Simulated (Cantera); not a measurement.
Thermodynamics of carbothermic reduction, feed CuO + CH₄ + N₂

Feed: 1 mol CuO, 0.69 mol CH₄, 7.1 mol N₂, equilibrated at 2548 K.

Method: chemical equilibrium by Gibbs-energy minimisation in Cantera with the NASA 1993 tables (ideal gas, pure condensed phases). Candidate condensed phases: C, C₆H₆, C₇H₈, C₈H₁₈, Cu, CuO, Cu(OH)₂, Cu₂O, H₂O; 139 gas species. Kinetics and transport are ignored.

```tsv
P (Pa)	log p N₂	log p H	log p H₂	log p Cu	log p CO	log p H₂O	log p O	n Cu(l)
10	-4.22	-4.65	-6.28	-5.07	-5.23	-8.04	-5.62	0
100	-3.20	-3.77	-4.52	-4.06	-4.22	-5.46	-4.81	0
1000	-2.18	-3.09	-3.16	-3.03	-3.21	-3.77	-4.47	0
10000	-1.16	-2.53	-2.03	-2.02	-2.19	-2.61	-4.44	0
100000	-0.16	-2.00	-0.99	-1.02	-1.19	-1.57	-4.45	0
1000000	0.88	-1.48	0.06	-0.64	-0.15	-0.53	-4.45	0.780
```
log p: log10 of the partial pressure in bar; n: condensed amount in mol.

From 10.0 Pa to 1.00 bar nothing is condensed. At 10.0 bar the condensed part is Cu(l). The main Cu-bearing gas is Cu throughout.
